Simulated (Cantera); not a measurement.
An adiabatic, constant-volume homogeneous reactor starts with CH₄ : C₂H₆ : C₃H₈ : O₂ : N₂ = 1 : 0.28 : 1.3 : 21.1 : 79.2 (molar parts), at 1200 K and 10.0 bar. Integrator tolerance rtol = 1e-08.

Computed with Cantera and GRI-Mech 3.0 (53 species, 325 reactions). GRI-Mech 3.0 was tuned for natural gas; its chemistry of propane as a main component is partial and can be far from experiment.

What does this change do: constant pressure in place of constant volume?


```
quantity                                                              before                                      after
---------------------------------  -----------------------------------------  -----------------------------------------
time of steepest temperature rise                                   0.831 ms                                   0.876 ms
temperature at 4.00 s                                                 2384 K                                     2154 K
equilibrium temperature                                               2384 K                                     2154 K
x(CH₄) at 4.00 s                       <1e-12 (gas-phase equilibrium <1e-12)      <1e-12 (gas-phase equilibrium <1e-12)
x(C₂H₆) at 4.00 s                      <1e-12 (gas-phase equilibrium <1e-12)      <1e-12 (gas-phase equilibrium <1e-12)
x(C₃H₈) at 4.00 s                      <1e-12 (gas-phase equilibrium <1e-12)      <1e-12 (gas-phase equilibrium <1e-12)
x(CO) at 4.00 s                    0.000691 (gas-phase equilibrium 0.000691)  0.000220 (gas-phase equilibrium 0.000220)
x(C₂H₂) at 4.00 s                      <1e-12 (gas-phase equilibrium <1e-12)      <1e-12 (gas-phase equilibrium <1e-12)
x(C₂H) at 4.00 s                       <1e-12 (gas-phase equilibrium <1e-12)      <1e-12 (gas-phase equilibrium <1e-12)
x(NO) at 4.00 s                        0.0128 (gas-phase equilibrium 0.0128)    0.00795 (gas-phase equilibrium 0.00795)
```

What does this change do: C3H8 1.3 to 2.9 parts?


| quantity | before | after |
|---|---|---|
| time of steepest temperature rise | 0.831 ms | 1.14 ms |
| temperature at 4.00 s | 2384 K | 2925 K |
| equilibrium temperature | 2384 K | 2925 K |
| x(CH₄) at 4.00 s | <1e-12 (gas-phase equilibrium <1e-12) | <1e-12 (gas-phase equilibrium <1e-12) |
| x(C₂H₆) at 4.00 s | <1e-12 (gas-phase equilibrium <1e-12) | <1e-12 (gas-phase equilibrium <1e-12) |
| x(C₃H₈) at 4.00 s | <1e-12 (gas-phase equilibrium <1e-12) | <1e-12 (gas-phase equilibrium <1e-12) |
| x(CO) at 4.00 s | 0.000691 (gas-phase equilibrium 0.000691) | 0.0202 (gas-phase equilibrium 0.0202) |
| x(C₂H₂) at 4.00 s | <1e-12 (gas-phase equilibrium <1e-12) | <1e-12 (gas-phase equilibrium <1e-12) |
| x(C₂H) at 4.00 s | <1e-12 (gas-phase equilibrium <1e-12) | <1e-12 (gas-phase equilibrium <1e-12) |
| x(NO) at 4.00 s | 0.0128 (gas-phase equilibrium 0.0128) | 0.0164 (gas-phase equilibrium 0.0164) |
